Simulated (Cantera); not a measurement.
Mixture: CO : H2 : CH4 : O2 : N2 = 1 : 0.083 : 0.48 : 3.06 : 11.5 (molar parts), equivalence ratio 0.49, at 7500 Torr, adiabatic and at constant volume. Ignition delay is the time to a rise of 400 K.

Detailed kinetics in Cantera: GRI-Mech 3.0 (53 species, 325 reactions).

### Question
What does this change do: pressure from 7500 Torr to 750 Torr?

### Answer
| quantity | before | after |
|---|---|---|
| delay at 1250 K | 0.471 ms | 2.40 ms |
| delay at 1400 K | 0.123 ms | 0.677 ms |
| delay at 1550 K | 40.3 µs | 0.256 ms |
| delay at 1700 K | 15.9 µs | 0.115 ms |
| apparent activation energy between 1625 and 1775 K | 140 kJ/mol | 120 kJ/mol |

### Question
What does this change do: constant pressure in place of constant volume?

### Answer
| quantity | before | after |
|---|---|---|
| delay at 1250 K | 0.471 ms | 0.502 ms |
| delay at 1400 K | 0.123 ms | 0.131 ms |
| delay at 1550 K | 40.3 µs | 42.8 µs |
| delay at 1700 K | 15.9 µs | 17.0 µs |
| apparent activation energy between 1625 and 1775 K | 140 kJ/mol | 130 kJ/mol |
